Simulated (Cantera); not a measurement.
Source: NASA polynomial tables (part measured, part estimated), evaluated in Cantera. Values are per mole of reaction as written; species without (g) are pure solids or liquids, kept so even where they would boil at 1 bar.

2 Fe(OH)3 + Fe = 3 Fe(OH)2

| T (K) | ΔH° (kJ) | ΔS° (J/K) | ΔG° (kJ) | log10 K | condensed phases |
|---|---|---|---|---|---|
| 650 | (withheld) | (withheld) | (withheld) | (withheld) | Fe(OH)3(s), Fe(α), Fe(OH)2(s) |
| 750 | -42.9 | 59.2 | -87.2 | 6.08 | Fe(OH)3(s), Fe(α), Fe(OH)2(s) |
| 850 | -41.9 | 60.4 | -93.2 | 5.73 | Fe(OH)3(s), Fe(α), Fe(OH)2(s) |
| 950 | -41.7 | 60.6 | -99.3 | 5.46 | Fe(OH)3(s), Fe(α), Fe(OH)2(s) |
| 1050 | -43.6 | 58.8 | -105.3 | 5.24 | Fe(OH)3(s), Fe(α), Fe(OH)2(s) |
| 1150 | (withheld) | (withheld) | (withheld) | (withheld) | Fe(OH)3(s), Fe(α), Fe(OH)2(s) |
| 1250 | -46.0 | 56.6 | -116.8 | 4.88 | Fe(OH)3(s), Fe(γ), Fe(OH)2(s) |
| 1350 | -46.5 | 56.2 | -122.4 | 4.74 | Fe(OH)3(s), Fe(γ), Fe(OH)2(s) |
| 1450 | (withheld) | (withheld) | (withheld) | (withheld) | Fe(OH)3(s), Fe(γ), Fe(OH)2(s) |

Fill in the missing entries.


- 650, ΔH° (kJ): -44.4
- 650, ΔS° (J/K): 56.9
- 650, ΔG° (kJ): -81.4
- 650, log10 K: 6.54
- 1150, ΔH° (kJ): -44.9
- 1150, ΔS° (J/K): 57.6
- 1150, ΔG° (kJ): -111.1
- 1150, log10 K: 5.05
- 1450, ΔH° (kJ): -47.4
- 1450, ΔS° (J/K): 55.6
- 1450, ΔG° (kJ): -128.0
- 1450, log10 K: 4.61
